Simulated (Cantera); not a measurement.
Mixture: CO : H₂ : O₂ : N₂ = 1 : 0.1 : 0.289 : 1.09 (molar parts), equivalence ratio 1.9, at 160000 Pa, adiabatic and at constant pressure. Ignition delay is the time to a rise of 400 K.

Cantera simulation using GRI-Mech 3.0 (53 species, 325 reactions); the numbers are that mechanism's predictions, not measurements. Where the delays flatten at high temperature, the 400 K rule measures the pace of heat release, not the induction time.

Task: Predict: delay at 1375 K; delay at 1450 K; delay at 1525 K; delay at 1600 K; delay at 1675 K.

Result: 
| Quantity | Result |
|---|---|
| delay at 1375 K | 36.5 µs |
| delay at 1450 K | 31.4 µs |
| delay at 1525 K | 28.3 µs |
| delay at 1600 K | 26.7 µs |
| delay at 1675 K | 26.1 µs |
